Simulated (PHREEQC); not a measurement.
**Geothermal or formation water (model solution)**

A made-up water analysis in mmol/kgw, 55 °C, pH 6.4:

```json
[
 {"constituent": "Na", "mmol/kgw": "154"},
 {"constituent": "K", "mmol/kgw": "26.4"},
 {"constituent": "Ca", "mmol/kgw": "6.7"},
 {"constituent": "Mg", "mmol/kgw": "14.4"},
 {"constituent": "Cl", "mmol/kgw": "230"},
 {"constituent": "S(6)", "mmol/kgw": "1.25"},
 {"constituent": "Alkalinity (meq/kgw)", "mmol/kgw": "5.61e-06"},
 {"constituent": "Li", "mmol/kgw": "3.39"}
]
```

Cl is adjusted to close the charge balance.
Valence states are taken as typed.

Model: Pitzer model, pitzer.dat, run in PHREEQC.

Each row changes one thing in this solution. Precipitation was switched off in this run.

```json
[
 {"case": "as made", "MgOH+ (mol/kgw)": "1.83e-7", "HCO3- (mol/kgw)": "8.46e-8", "CO2 (mol/kgw)": "4.44e-8", "HSO4- (mol/kgw)": "2.61e-8", "CO3-2 (mol/kgw)": "6.06e-11", "MgCO3 (mol/kgw)": "5.55e-11", "SI of Gypsum (CaSO4:2H2O)": "-1.78", "SI of Halite (NaCl)": "-3.38"},
 {"case": "K from 26.4 to 79.2 mmol/kgw", "MgOH+ (mol/kgw)": "1.69e-7", "HCO3- (mol/kgw)": "9.84e-8", "CO2 (mol/kgw)": "…", "HSO4- (mol/kgw)": "2.46e-8", "CO3-2 (mol/kgw)": "7.38e-11", "MgCO3 (mol/kgw)": "5.86e-11", "SI of Gypsum (CaSO4:2H2O)": "-1.85", "SI of Halite (NaCl)": "-3.30"},
 {"case": "pH from 6.4 to 5.5 at the same alkalinity", "MgOH+ (mol/kgw)": "2.31e-8", "HCO3- (mol/kgw)": "4.30e-6", "CO2 (mol/kgw)": "…", "HSO4- (mol/kgw)": "2.08e-7", "CO3-2 (mol/kgw)": "3.88e-10", "MgCO3 (mol/kgw)": "3.55e-10", "SI of Gypsum (CaSO4:2H2O)": "-1.78", "SI of Halite (NaCl)": "-3.38"},
 {"case": "temperature from 55 to 40 °C at the same typed pH", "MgOH+ (mol/kgw)": "6.08e-8", "HCO3- (mol/kgw)": "3.61e-7", "CO2 (mol/kgw)": "1.99e-7", "HSO4- (mol/kgw)": "1.73e-8", "CO3-2 (mol/kgw)": "2.19e-10", "MgCO3 (mol/kgw)": "1.74e-10", "SI of Gypsum (CaSO4:2H2O)": "-1.79", "SI of Halite (NaCl)": "…"}
]
```

Problem. Some entries are withheld; supply them.

Solution. 
- K from 26.4 to 79.2 mmol/kgw, CO2 (mol/kgw): 4.99e-8
- pH from 6.4 to 5.5 at the same alkalinity, CO2 (mol/kgw): 1.79e-5
- temperature from 55 to 40 °C at the same typed pH, SI of Halite (NaCl): -3.36

Away from 25 °C the constants follow the database's enthalpies or fits; those with neither stay at their 25 °C values.
